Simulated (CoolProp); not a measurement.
Computed with CoolProp (reference Helmholtz-energy equation of state, Span 1996).

Problem. Give the vapour pressure (MPa), vapour density (kg/m³), liquid viscosity (µPa s), liquid conductivity (mW/(m K)) of saturated carbon dioxide at -31.45 °C.

Solution. 
| T (°C) | p (MPa) | vapour density (kg/m³) | liquid viscosity (µPa s) | liquid conductivity (mW/(m K)) |
|---|---|---|---|---|
| -31.45 | 1.36 | 35.3 | 168 | 146 |

Viscosity comes from a separate model (Laesecke 2017). Thermal conductivity comes from a separate model (Huber 2016).
